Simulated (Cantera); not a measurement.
Cantera with NASA thermochemical tables; ideal gases at 1 bar, condensed phases pure. Values are per mole of reaction as written; species without (g) are pure solids or liquids, kept so even where they would boil at 1 bar.

a) H2(g) + F2(g) → 2 HF(g)
b) 0.5 C + F2(g) → 0.5 CF4(g)
c) 0.6667 C + F2(g) → 0.6667 CF3(g)
d) 0.5 Si + F2(g) → 0.5 SiF4(g)

**Question.** Order these by ΔG° at 1600 K, most negative first.

**Answer.** d (-692 kJ), a (-561 kJ), b (-345 kJ), c (-263 kJ)
